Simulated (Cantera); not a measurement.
Input (Python, Cantera) and output of one run.

```python
import numpy as np
import cantera as ct

gas_names = """
    H HO2 H2 H2O H2O2 H2S H2SO4 O OH O2 O3 S SH SO SO2 SO3 S2 S2O S8
""".split()
cond_names = """
    H2O(s) H2O(L) H2SO4(L) S(cr1) S(cr2) S(L)
""".split()


# ... load() reads the species with a 1 bar reference pressure and builds the phases ...
atoms = {
    'SO2': {'S': 1, 'O': 2},
    'O2': {'O': 2},
    'H2': {'H': 2},
}
top_T = {}  # K; cautious upper limits of use, not melting points


# ... equilibrate(T, P, feed) seeds the gas with the atoms and calls Mixture.equilibrate('TP', solver="vcs", rtol=1e-11, max_steps=5000) ...
results = []
T = 623  # K
P = 10000  # Pa
for m in [0.45, 0.71, 0.97, 1.2, 1.5, 1.8, 2, 2.3, 2.5, 2.8, 3.1, 3.3]:
    feed = {'SO2': 1, 'O2': 0.55, 'H2': m}  # mol
    mix = equilibrate(T, P, feed)
    results.append((T, P, feed, dict(zip(mix.species_names, mix.species_moles))))

top = {s: max(r[3][s] / sum(r[3][g] for g in gas_names) for r in results) for s in gas_names}
cols = sorted((s for s in top if top[s] > 0.001), key=lambda s: -top[s])[:7]
seen = [c for c in cond_names if any(r[3].get(c, 0) > 1e-12 for r in results)]
print("log10 of partial pressures in bar; condensed amounts in mol")
print(f"{'n(H2)':>10s}" + "".join(f"{s[:9]:>10s}" for s in cols + seen))
for T, P, feed, n in results:
    ng = sum(n[g] for g in gas_names)
    print(f"{feed['H2']:10.4g}" + "".join(f"{np.log10(max(n[s] / ng * P / 1e5, 1e-99)):10.3f}" for s in cols)
          + "".join(f"{n.get(c, 0):10.4g}" for c in seen))
```

Result:

```
log10 of partial pressures in bar; condensed amounts in mol
     n(H2)       H2O       SO2       SO3       H2S     H2SO4        S8        S2
      0.45    -1.553    -1.599    -1.373   -33.138    -2.357   -99.000   -43.654
      0.71    -1.401    -1.435    -1.689   -31.382    -2.521   -99.000   -41.407
      0.97    -1.312    -1.351    -2.248   -29.278    -2.992   -99.000   -38.664
       1.2    -1.266    -1.353   -11.010    -2.957   -11.707    -4.770    -3.632
       1.5    -1.214    -1.453   -11.248    -2.590   -11.893    -3.357    -3.279
       1.8    -1.172    -1.562   -11.430    -2.438   -12.033    -3.058    -3.204
         2    -1.149    -1.640   -11.555    -2.356   -12.136    -2.952    -3.178
       2.3    -1.123    -1.772   -11.758    -2.246   -12.313    -2.856    -3.154
       2.5    -1.110    -1.872   -11.910    -2.176   -12.452    -2.820    -3.145
       2.8    -1.096    -2.047   -12.173    -2.071   -12.701    -2.800    -3.140
       3.1    -1.089    -2.263   -12.496    -1.961   -13.018    -2.827    -3.146
       3.3    -1.090    -2.438   -12.755    -1.885   -13.277    -2.883    -3.160
```

These are equilibrium values from Cantera (NASA tables, ideal gas, pure condensed phases), not measurements of a reactor. Gases not in the tables: S3 to S7.
